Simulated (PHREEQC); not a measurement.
Solution A (1.3 mmol/kgw PbCl2 and 0.41 mmol/kgw NaNO3) is mixed with solution B (0.011 mol NaHSO4 and 0.086 mol Na2SO4 per kg of water) at 20 °C; shares are by mass of water, 1 kg in all. Oxygen alone is held at its pressure in air (log pO2 = -0.68). No CO2 enters from the air. Only these solids could form: Pb(OH)2, Anglesite, Cotunnite, Laurionite, Larnakite, Halite, Mirabilite.

Model: ion-association model, wateq4f.dat, run in PHREEQC.

| share of solution B | pH | Anglesite (mol) | Pb in solution (mol/kgw) |
|---|---|---|---|
| 0 | 5.36 | 0 | 0.00130 |
| 0.1 | 3.16 | 0.00115 | 1.58e-5 |
| 0.2 | 2.95 | ___ | 1.39e-5 |
| 0.3 | 2.84 | 0.000897 | 1.35e-5 |
| 0.4 | ___ | ___ | 1.33e-5 |
| 0.5 | 2.70 | ___ | 1.33e-5 |
| 0.6 | 2.66 | 0.000507 | 1.34e-5 |
| 0.7 | 2.62 | ___ | 1.34e-5 |
| 0.8 | ___ | 0.000247 | 1.35e-5 |
| 0.9 | 2.56 | ___ | 1.36e-5 |
| 1 | 2.53 | 0 | 0 |

Q: What belongs in the gaps?

A: 
- 0.2, Anglesite (mol): 0.00103
- 0.4, pH: 2.76
- 0.4, Anglesite (mol): 0.000767
- 0.5, Anglesite (mol): 0.000637
- 0.7, Anglesite (mol): 0.000377
- 0.8, pH: 2.58
- 0.9, Anglesite (mol): 0.000116

Complexes and solids missing from the database can't appear.
